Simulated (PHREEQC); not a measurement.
Solution A (0.084 mol CaBr2 per kg of water) is mixed with solution B (0.002 mol/kgw H2SO4, 0.0014 mol/kgw FeSO4 and 0.0035 mol/kgw MgSO4) at 20 °C; shares are by mass of water, 1 kg in all. The system is closed to oxygen. The system is closed to CO2. Solids allowed: Gypsum, Brucite, Portlandite, Epsomite, Melanterite. Others were left out.

All values are PHREEQC results (ion-association model, wateq4f.dat), not measurements.

Predict pH at share of solution B = 0, 0.4, 0.8.


| share of solution B | pH |
|---|---|
| 0 | 6.96 |
| 0.4 | 2.91 |
| 0.8 | 2.62 |
